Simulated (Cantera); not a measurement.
## Nb₂O₅ + H₂ (hydrogen reduction and annealing atmospheres)

Feed: 1 mol Nb₂O₅, 2.3 mol H₂, equilibrated at 875 K and 0.140 bar.

These are equilibrium values from Cantera (NASA tables, ideal gas, pure condensed phases), not measurements of a reactor. Candidate condensed phases: H₂O, Nb, NbO, NbO₂, Nb₂O₅; 12 gas species. Condensed phases not in the tables: the oxides between NbO₂ and Nb₂O₅. Equilibrium is a limit: real reactors are often held back by kinetics, nucleation or transport.

The x(H₂) is 0.998 and the x(H₂O) comes out as 0.00183. The n(NbO₂(s)) is 0.00841 mol and the n(Nb₂O₅(s)) is 0.996 mol. The gas amount is 2.300 mol and the log10 activity of Nb(s) (absent) is -8.60.
